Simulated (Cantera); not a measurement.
Gas mixture: NO = 0.72 (molar parts), at 0.390 bar, frozen composition.

Cantera's kinetic-theory transport with the Lennard-Jones parameters of GRI-Mech 3.0, ideal gas; thermal conductivity in the mixture-averaged form. The composition is frozen, though it would react at the higher temperatures.

D: mixture-averaged diffusion coefficient of that species in the mixture.

| T (K) | ρ (kg/m³) | cp (J/kg/K) | μ (µPa s) | λ (mW/m/K) | Pr | D (cm²/s) NO | D (cm²/s) H₂ | D (cm²/s) CO₂ |
|---|---|---|---|---|---|---|---|---|
| 400 | 0.352 | 998.6 | 23.1 | 32.4 | 0.712 | 347 | 3.29 | 0.678 |
| 600 | 0.235 | 1041 | 30.6 | 45.1 | 0.706 | 708 | 6.49 | 1.38 |
| 800 | 0.176 | 1092 | 37.1 | 57.3 | 0.708 | 1160 | 10.5 | 2.27 |
| 1000 | 0.141 | 1133 | 42.9 | 68.6 | 0.709 | 1690 | 15.2 | 3.31 |
| 1200 | 0.117 | 1159 | ? | ? | 0.707 | ? | ? | ? |
| 1400 | 0.101 | 1181 | 53.4 | 89.4 | 0.706 | 2980 | 26.5 | 5.82 |
| 1600 | 0.0880 | 1199 | ? | ? | 0.706 | ? | ? | ? |

Complete the blanks.


- 1200, μ (µPa s): 48.4
- 1200, λ (mW/m/K): 79.3
- 1200, D (cm²/s) NO: 2300
- 1200, D (cm²/s) H₂: 20.5
- 1200, D (cm²/s) CO₂: 4.50
- 1600, μ (µPa s): 58.3
- 1600, λ (mW/m/K): 99.0
- 1600, D (cm²/s) NO: 3720
- 1600, D (cm²/s) H₂: 33.0
- 1600, D (cm²/s) CO₂: 7.28
